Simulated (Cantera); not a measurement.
An adiabatic, constant-volume homogeneous reactor starts with 11.6 % CH₃OH, 10.9 % O₂, 77.5 % N₂, equivalence ratio 1.6, at 1400 K and 0.385 atm.

Cantera simulation using GRI-Mech 3.0 (53 species, 325 reactions); the numbers are that mechanism's predictions, not measurements. GRI-Mech 3.0 was tuned for natural gas; its chemistry of methanol as a main component is partial and can be far from experiment.

x: mole fraction; the columns are a selection and need not sum to one.

| t (s) | T (K) | P (bar) | x CH₃OH | x O₂ | x C₂H₆ | x N₂O | x CH₃ | x CO | x CH₂O |
|---|---|---|---|---|---|---|---|---|---|
| 6.00e-6 | 1400 | 0.390 | 0.116 | 0.109 | 5.93e-12 | <1e-12 | 6.87e-7 | 3.43e-7 | 2.51e-6 |
| 1.95e-5 | 1400 | 0.390 | 0.116 | 0.109 | 1.62e-10 | 3.10e-12 | 1.91e-6 | 1.14e-6 | 9.71e-6 |
| 6.36e-5 | 1400 | 0.390 | 0.116 | 0.109 | 2.76e-9 | 3.78e-11 | 3.83e-6 | 3.78e-6 | 3.70e-5 |
| 0.000207 | 1400 | 0.390 | 0.116 | 0.109 | [?] | 4.41e-10 | 3.74e-6 | [?] | [?] |
| 0.000673 | 1402 | 0.391 | 0.115 | 0.108 | 3.85e-8 | 4.72e-9 | 2.17e-6 | 9.14e-5 | 0.00144 |
| 0.00219 | 2487 | 0.789 | <1e-12 | 0.00173 | <1e-12 | 4.26e-8 | <1e-12 | 0.0687 | 8.85e-10 |
| 0.00713 | 2562 | 0.809 | <1e-12 | 0.000771 | <1e-12 | 5.85e-8 | <1e-12 | 0.0689 | 1.08e-9 |
| 0.0232 | 2558 | 0.808 | <1e-12 | 0.000738 | <1e-12 | 6.48e-8 | <1e-12 | 0.0690 | 1.08e-9 |
| 0.0755 | 2558 | 0.808 | <1e-12 | 0.000736 | <1e-12 | 6.53e-8 | <1e-12 | 0.0690 | 1.08e-9 |
| 0.246 | 2558 | 0.808 | <1e-12 | 0.000736 | <1e-12 | 6.53e-8 | <1e-12 | 0.0690 | 1.08e-9 |
| 0.800 | 2558 | 0.808 | <1e-12 | 0.000736 | <1e-12 | 6.53e-8 | <1e-12 | 0.0690 | 1.08e-9 |

Problem. Fill in the missing entries.

Solution. 
- 0.000207, x C₂H₆: 1.68e-8
- 0.000207, x CO: 1.31e-5
- 0.000207, x CH₂O: 0.000161
